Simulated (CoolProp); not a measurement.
Vapour pressure (kPa) of C2F6 (R116): the reference equation beside estimates from Tc = 293.0 K, pc = 3048 kPa, ω = 0.257. Clausius-Clapeyron is anchored at 212.5 K with a constant enthalpy of vaporisation of 15.03 kJ/mol.

Computed with CoolProp (reference Helmholtz-energy equation of state, Lemmon 2006). It is a short technical equation, of lower accuracy than the large ones.

```
T (K)  reference  Lee-Kesler  Clausius-Clapeyron  van der Waals  Redlich-Kwong  Soave-Redlich-Kwong  Peng-Robinson
-----  ---------  ----------  ------------------  -------------  -------------  -------------------  -------------
209.4      206.2       206.6               209.0          678.2          316.5                206.4          205.3
212.5      237.1       237.7               237.1          729.9          356.6                237.6          235.9
215.6      271.3       272.2               267.9          784.0          400.3                272.2          270.0
218.6      307.8       309.1               300.6          838.8          446.0                309.2          306.4
221.7      349.4       351.0               337.4          897.9          497.0                351.4          347.8
224.8      395.1       397.0               377.6          959.7          552.0                397.8          393.4
227.9      445.0       447.4               421.3           1024          611.1                448.6          443.4
230.9      497.8       500.5               467.0           1089          672.3                502.3          496.2
234        557.1       560.1               518.1           1159          739.9                562.7          555.6
237.1      621.4       624.7               573.1           1231          812.1                628.3          620.2
```

Absolute difference from the reference over all 10 rows, mean and median: Lee-Kesler 0.4 and 0.5 %, Clausius-Clapeyron 3.9 and 3.9 %, van der Waals 155.3 and 149.9 %, Redlich-Kwong 41.4 and 41.0 %, Soave-Redlich-Kwong 0.6 and 0.6 %, Peng-Robinson 0.4 and 0.4 %.
